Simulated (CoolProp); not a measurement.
A single-stage vapour-compression cycle with the fluid: evaporating at 213.15 K (dew point), condensing at 263.15 K (bubble point), superheat 8 K, subcooling 5 K, compressor efficiency 0.65, no pressure losses. The same conditions are run with several fluids, on thermodynamics alone (safety and materials aside).

Computed with CoolProp (reference Helmholtz-energy equation of state of each fluid (R410A: Lemmon 2003; dimethyl ether: Wu 2011; fluoroethane (R161): Wu 2012; ammonia: Gao 2020; R407C: Lemmon 2003; propane: Lemmon 2009)). Blends and air are pseudo-pure fits.

| fluid | cooling COP | pressure ratio | discharge temperature (K) | refrigerating effect (kJ/kg) | volumetric capacity (kJ/m³) |
|---|---|---|---|---|---|
| R410A | 2.27 | ? | 349.7 | 223 | 579 |
| dimethyl ether | 2.36 | 11.4 | 348.6 | 414 | 170 |
| fluoroethane (R161) | 2.33 | ? | 354.6 | 367 | 310 |
| ammonia | 2.15 | 13.3 | 488.7 | 1260 | 257 |
| R407C | 1.97 | 14.6 | 353.2 | 202 | ? |
| propane | 2.35 | 8.09 | 321.6 | ? | 367 |

**Question.** Fill in the missing entries.

**Answer.** 
- R410A, pressure ratio: 8.98
- fluoroethane (R161), pressure ratio: 9.72
- R407C, volumetric capacity (kJ/m³): 266
- propane, refrigerating effect (kJ/kg): 352
